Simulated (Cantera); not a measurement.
# Ti + H2O + CO (metals in furnace atmospheres)

Feed: 1 mol Ti, a varied amount of H2O, 49 mol CO, held at 0.460 bar.

Method: chemical equilibrium by Gibbs-energy minimisation in Cantera with the NASA 1993 tables (ideal gas, pure condensed phases). Candidate condensed phases: C, C6H6, C7H8, C8H18, H2O, Ti, TiC, TiO, TiO2, Ti2O3, Ti3O5, Ti4O7; 113 gas species. Mutual solubility and eutectic melting of coexisting phases are not modelled. TiC: taken at fixed stoichiometry. Condensed phases not in the tables: Magnéli phases beyond Ti4O7. Gases not in the tables: TiO(OH)2. Rates play no part.

Map the stable condensed phases over T = 1000, 1050, 1100, 1150, 1200, 1250, 1300, 1350, 1400, 1450, 1500, 1550, 1600 °C and n(H2O) in mol = 0.27, 0.39, 0.57, 0.82, 1.2, 1.7, 2.5.


```
T in °C \ n(H2O) in mol
         0.27 0.39 0.57 0.82  1.2  1.7  2.5
   1600     A    A    A    A    A    B    B
   1550     A    A    A    A    A    B    C
   1500     A    A    A    A    A    B    C
   1450     A    A    A    A    A    B    C
   1400     A    A    A    A    A    B    C
   1350     A    A    A    A    A    B    D
   1300     E    E    E    E    E    B    D
   1250     F    F    F    F    F    B    G
   1200     F    F    F    F    F    B    G
   1150     F    F    F    F    F    B    G
   1100     H    H    H    H    H    H    G
   1050     H    H    H    H    H    H    G
   1000     I    I    I    I    I    I    G
```
A: TiC + Ti2O3; B: Ti3O5; C: Ti4O7; D: TiO2 + Ti4O7; E: TiC + Ti3O5; F: C + Ti3O5; G: TiO2; H: C + Ti4O7; I: C + TiO2.
